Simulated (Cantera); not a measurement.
Mixture: CH4 : O2 : N2 = 1 : 3.92 : 20.4 (molar parts), equivalence ratio 0.51, at 8.20 bar, adiabatic and at constant volume. Ignition delay is the time to a rise of 400 K.

Cantera simulation using GRI-Mech 3.0 (53 species, 325 reactions); the numbers are that mechanism's predictions, not measurements.

Q: What does this change do: pressure from 8.20 bar to 5.00 bar?

A: 
```json
[
 {"quantity": "delay at 1175 K", "before": "7.76 ms", "after": "13.0 ms"},
 {"quantity": "delay at 1225 K", "before": "4.14 ms", "after": "6.82 ms"},
 {"quantity": "delay at 1275 K", "before": "2.28 ms", "after": "3.69 ms"},
 {"quantity": "delay at 1325 K", "before": "1.30 ms", "after": "2.05 ms"},
 {"quantity": "delay at 1375 K", "before": "0.755 ms", "after": "1.17 ms"},
 {"quantity": "delay at 1425 K", "before": "0.452 ms", "after": "0.690 ms"},
 {"quantity": "apparent activation energy between 1325 and 1425 K", "before": "170 kJ/mol", "after": "170 kJ/mol"}
]
```

Q: What does this change do: N2 20.4 to 31 parts?

A: 
```csv
quantity,before,after
delay at 1175 K,7.76 ms,11.5 ms
delay at 1225 K,4.14 ms,6.19 ms
delay at 1275 K,2.28 ms,3.43 ms
delay at 1325 K,1.30 ms,1.95 ms
delay at 1375 K,0.755 ms,1.13 ms
delay at 1425 K,0.452 ms,0.674 ms
apparent activation energy between 1325 and 1425 K,170 kJ/mol,170 kJ/mol
```
